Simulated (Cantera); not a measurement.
What does this Cantera script print?

```python
import numpy as np
import cantera as ct

gas_names = """
    CL CL2 H HCL H2 N NH NH2 NH3 N2 N2H2 N2H4 Si SiCL SiCL2 SiCL3 SiCL4 SiH SiHCL3 SiH2 SiH2CL2 SiH3
    SiH3CL SiH4 SiN Si2 Si2N Si3
""".split()
cond_names = """
    NH4CL(a) NH4CL(b) Si(cr) Si(L) Si3N4(a)
""".split()


def load(file, names, dense=False):
    # The tables refer to 1 bar. Condensed volumes are neglected.
    table = {s.name: s for s in ct.Species.list_from_file(file)}
    out = []
    for n in names:
        d = dict(table[n].input_data)
        d["thermo"] = dict(d["thermo"], **{"reference-pressure": 1e5})
        if dense:
            d["equation-of-state"] = {"model": "constant-volume", "density": "1e6 g/cm^3"}
        out.append(ct.Species.from_dict(d))
    return out


gas = ct.Solution(thermo="ideal-gas", species=load("nasa_gas.yaml", gas_names))
cond = {s.name: ct.Solution(thermo="fixed-stoichiometry", species=[s], name=s.name)
        for s in load("nasa_condensed.yaml", cond_names, dense=True)}
atoms = {
    'Si2Cl6': {'Si': 2, 'CL': 6},
    'HCl': {'H': 1, 'CL': 1},
    'N2': {'N': 2},
    'Cl2': {'CL': 2},
}
top_T = {'Si3N4(a)': 2400}  # K; cautious upper limits of use, not melting points


def equilibrate(T, P, feed):
    n = {}
    for name, mol in feed.items():
        for a, k in atoms[name].items():
            n[a] = n.get(a, 0.0) + k * mol
    gas.TPX = T, P, n
    mass = sum(n.values()) * gas.mean_molecular_weight
    gas.equilibrate("TP")
    valid = [c for c in cond.values() if c.min_temp <= T <= top_T.get(c.name, c.max_temp)]
    mix = ct.Mixture([(gas, mass / gas.mean_molecular_weight)] + [(c, 0.0) for c in valid])
    mix.T, mix.P = T, P
    mix.equilibrate("TP", solver="vcs", rtol=1e-11, max_steps=5000)
    return mix


results = []
feed = {'Si2Cl6': 1, 'HCl': 2.7, 'N2': 260, 'Cl2': 0.027}  # mol
P = 133.322  # Pa
for T in [1198, 1248, 1298, 1348, 1398, 1448, 1498, 1548, 1598, 1648, 1698, 1748, 1798]:
    mix = equilibrate(T, P, feed)
    results.append((T, P, feed, dict(zip(mix.species_names, mix.species_moles))))
    x = sorted(zip(gas.X, gas.species_names), reverse=True)
    print(f"T = {T:g} K  P = {P:g} Pa  gas = {mix.phase_moles(0):.4g} mol")
    print("   x: " + "  ".join(f"{s} {v:.3e}" for v, s in x if v > 0.0001))
    print("   condensed (mol): " + ("  ".join(f"{mix.phase(i).name} {mix.phase_moles(i):.4g}"
          for i in range(1, mix.n_phases) if mix.phase_moles(i) > 1e-12) or "none"))
```

It prints:

```
T = 1198 K  P = 133.322 Pa  gas = 264.2 mol
   x: N2 9.835e-01  HCL 9.849e-03  SiCL4 4.825e-03  SiCL2 9.238e-04  SiCL3 7.099e-04  H2 1.847e-04
   condensed (mol): Si3N4(a) 0.0977
T = 1248 K  P = 133.322 Pa  gas = 264.6 mol
   x: N2 9.826e-01  HCL 9.811e-03  SiCL4 3.718e-03  SiCL2 2.495e-03  SiCL3 1.134e-03  H2 1.959e-04
   condensed (mol): Si3N4(a) 0.01856
T = 1298 K  P = 133.322 Pa  gas = 264.7 mol
   x: N2 9.823e-01  HCL 1.002e-02  SiCL4 3.318e-03  SiCL2 2.956e-03  SiCL3 1.281e-03
   condensed (mol): none
T = 1348 K  P = 133.322 Pa  gas = 264.7 mol
   x: N2 9.822e-01  HCL 1.013e-02  SiCL4 3.182e-03  SiCL2 2.995e-03  SiCL3 1.378e-03
   condensed (mol): none
T = 1398 K  P = 133.322 Pa  gas = 264.8 mol
   x: N2 9.820e-01  HCL 1.017e-02  SiCL2 3.063e-03  SiCL4 3.019e-03  SiCL3 1.471e-03  CL 2.783e-04
   condensed (mol): none
T = 1448 K  P = 133.322 Pa  gas = 264.9 mol
   x: N2 9.815e-01  HCL 1.018e-02  SiCL2 3.268e-03  SiCL4 2.725e-03  SiCL3 1.557e-03  CL 7.614e-04
   condensed (mol): none
T = 1498 K  P = 133.322 Pa  gas = 265.2 mol
   x: N2 9.805e-01  HCL 1.017e-02  SiCL2 3.745e-03  SiCL4 2.193e-03  CL 1.764e-03  SiCL3 1.604e-03
   condensed (mol): none
T = 1548 K  P = 133.322 Pa  gas = 265.6 mol
   x: N2 9.790e-01  HCL 1.016e-02  SiCL2 4.567e-03  CL 3.343e-03  SiCL3 1.529e-03  SiCL4 1.434e-03
   condensed (mol): none
T = 1598 K  P = 133.322 Pa  gas = 266.1 mol
   x: N2 9.772e-01  HCL 1.013e-02  SiCL2 5.583e-03  CL 5.107e-03  SiCL3 1.246e-03  SiCL4 6.880e-04
   condensed (mol): none
T = 1648 K  P = 133.322 Pa  gas = 266.4 mol
   x: N2 9.759e-01  HCL 1.011e-02  SiCL2 6.440e-03  CL 6.429e-03  SiCL3 8.302e-04  SiCL4 2.360e-04
   condensed (mol): none
T = 1698 K  P = 133.322 Pa  gas = 266.6 mol
   x: N2 9.752e-01  HCL 1.007e-02  CL 7.149e-03  SiCL2 6.955e-03  SiCL3 4.792e-04
   condensed (mol): none
T = 1748 K  P = 133.322 Pa  gas = 266.7 mol
   x: N2 9.749e-01  HCL 1.000e-02  CL 7.533e-03  SiCL2 7.212e-03  SiCL3 2.625e-04
   condensed (mol): none
T = 1798 K  P = 133.322 Pa  gas = 266.8 mol
   x: N2 9.746e-01  HCL 9.859e-03  CL 7.833e-03  SiCL2 7.327e-03  SiCL3 1.445e-04
   condensed (mol): none
```

Equilibrium computed with Cantera from the NASA thermochemical tables; the gas is ideal and each condensed phase is pure. The feed counts by its element totals alone. N2 is the only nitrogen source here; it is nearly inert below about 1500 K, so the nitride shown seldom forms there in practice. The tables' values for SiCl3, SiCl are old estimates; treat these amounts as uncertain.
